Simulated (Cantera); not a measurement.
Gas-phase reforming

A perfectly stirred reactor is fed with 65.4 % CH4, 34.6 % CO2, at 0.240 bar; it is held at 1673 K, and followed from long to short residence time.

Cantera simulation using GRI-Mech 3.0 (53 species, 325 reactions); the numbers are that mechanism's predictions, not measurements. GRI-Mech 3.0 stops at C3 and has no aromatics, soot or wall deposition, so with more carbon than oxygen in the feed, carbon stays in small species such as C2H2 where larger ones or solid carbon would form.

```json
[
 {"τ (s)": "0.81", "x CH4": "0.0649", "x CO2": "0.0357", "x O2": "1.59e-11", "x C2H": "2.07e-7", "x C2H4": "0.00116"},
 {"τ (s)": "0.43", "x CH4": "0.0891", "x CO2": "0.0524", "x O2": "2.03e-11", "x C2H": "2.12e-7", "x C2H4": "0.00142"},
 {"τ (s)": "0.23", "x CH4": "0.124", "x CO2": "0.0788", "x O2": "2.22e-11", "x C2H": "2.03e-7", "x C2H4": "0.00189"},
 {"τ (s)": "0.12", "x CH4": "0.176", "x CO2": "0.120", "x O2": "2.00e-11", "x C2H": "1.79e-7", "x C2H4": "0.00279"},
 {"τ (s)": "0.066", "x CH4": "0.238", "x CO2": "0.169", "x O2": "1.49e-11", "x C2H": "1.49e-7", "x C2H4": "0.00417"},
 {"τ (s)": "0.035", "x CH4": "0.316", "x CO2": "0.222", "x O2": "8.95e-12", "x C2H": "1.15e-7", "x C2H4": "0.00635"},
 {"τ (s)": "0.019", "x CH4": "0.394", "x CO2": "0.265", "x O2": "4.72e-12", "x C2H": "8.43e-8", "x C2H4": "0.00901"},
 {"τ (s)": "0.010", "x CH4": "0.470", "x CO2": "0.298", "x O2": "2.12e-12", "x C2H": "5.52e-8", "x C2H4": "0.0117"},
 {"τ (s)": "0.0054", "x CH4": "0.534", "x CO2": "0.319", "x O2": "<1e-12", "x C2H": "3.17e-8", "x C2H4": "0.0128"}
]
```
x: mole fraction; the columns are a selection and need not sum to one.
